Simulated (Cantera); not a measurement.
**Premixed flame**

A freely propagating, adiabatic, planar premixed flame of CH4 : O2 : N2 = 1 : 1.54 : 5.38 (molar parts), equivalence ratio 1.3, unburnt at 525 K and 0.671 atm; unity-Lewis-number transport, grid criteria slope 0.08 and curve 0.16, no radiation.

Cantera simulation using GRI-Mech 3.0 (53 species, 325 reactions); the numbers are that mechanism's predictions, not measurements. Unity Lewis numbers drop preferential diffusion, which matters most where H2 and H carry the flame. Burning velocities carry a grid error of a few per cent, more on coarse grids.

| z (mm) | T (K) | u (m/s) | x CH4 | x O2 | x NO | x H | x CH2O | x CH3 |
|---|---|---|---|---|---|---|---|---|
| -2.06 | 525 | 0.600 | 0.126 | 0.194 | 1.14e-8 | <1e-8 | 4.95e-7 | 1.91e-8 |
| -1.37 | 531 | 0.606 | 0.126 | 0.194 | 1.56e-7 | <1e-8 | 6.74e-6 | 2.71e-7 |
| -1.03 | 552 | 0.630 | 0.124 | 0.192 | 7.47e-7 | <1e-8 | 3.17e-5 | 1.45e-6 |
| -0.685 | 679 | 0.779 | 0.114 | 0.178 | 4.55e-6 | 6.08e-8 | 0.000180 | 1.58e-5 |
| -0.343 | 1160 | 1.36 | 0.0716 | 0.123 | 2.17e-5 | 2.15e-5 | 0.000677 | 0.000513 |
| -0.171 | 1569 | 1.88 | 0.0340 | 0.0724 | 3.82e-5 | 0.000499 | 0.000793 | 0.00270 |
| 0 | 1941 | 2.37 | 0.00503 | 0.0249 | 6.08e-5 | 0.00562 | 0.000352 | 0.00260 |
| 0.171 | 2068 | 2.54 | 0.000167 | 0.00676 | 8.92e-5 | 0.0127 | 3.32e-5 | 0.000201 |
| 0.343 | 2094 | 2.57 | 3.79e-6 | 0.00343 | 0.000107 | 0.0143 | 1.14e-6 | 5.94e-6 |
| 0.685 | 2123 | 2.60 | <1e-8 | 0.00235 | 0.000119 | 0.0131 | <1e-8 | 1.18e-8 |
| 1.37 | 2159 | 2.63 | <1e-8 | 0.00163 | 0.000125 | 0.0105 | <1e-8 | <1e-8 |
| 2.74 | 2198 | 2.67 | <1e-8 | 0.000945 | 0.000132 | 0.00751 | <1e-8 | <1e-8 |
| 5.48 | 2231 | 2.71 | <1e-8 | 0.000458 | 0.000140 | 0.00497 | <1e-8 | <1e-8 |
x: mole fraction of selected species; z is measured from the peak of heat release.

- laminar burning velocity = 59.9 cm/s
- thermal thickness = 0.685 mm
- peak x(H) = 0.0143
- peak x(CH2O) = 0.000814
- peak x(CH3) = 0.00368
- grid points = 133
